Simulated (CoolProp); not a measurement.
The fluid at 247.02 K and 7.33 MPa flows at 0.1 m/s in a round tube of 50 mm bore and 1.5 µm roughness, fully developed (64/Re and Nu = 3.66 if laminar; Colebrook and Gnielinski if turbulent). The same conditions are run with several fluids, on thermodynamics alone (safety and materials aside).

The numbers come from the reference Helmholtz-energy equation of state of each fluid (nitrogen: Span 2000; dry air: Lemmon 2000; oxygen: Schmidt 1985; normal hydrogen: Leachman 2009; methane: Setzmann 1991) in CoolProp. Blends and air are pseudo-pure fits.

Rank nitrogen, dry air, oxygen, normal hydrogen, methane by Reynolds number, highest first.

oxygen (32100), methane (31800), dry air (30800), nitrogen (30200), normal hydrogen (4320)

```
fluid            Darcy friction factor  pressure drop (Pa/m)  heat-transfer coefficient (W/(m² K))  mass flow (kg/h)
---------------  ---------------------  --------------------  ------------------------------------  ----------------
nitrogen                        0.0235                 0.246                                  40.7              73.8
dry air                         0.0234                 0.256                                  41.4              77.3
oxygen                          0.0232                 0.293                                  43.9              89.4
normal hydrogen                 0.0390                0.0268                                  46.2              4.85
methane                         0.0232                 0.178                                  72.5              54.2
```

Transport values come from each fluid's own correlations.
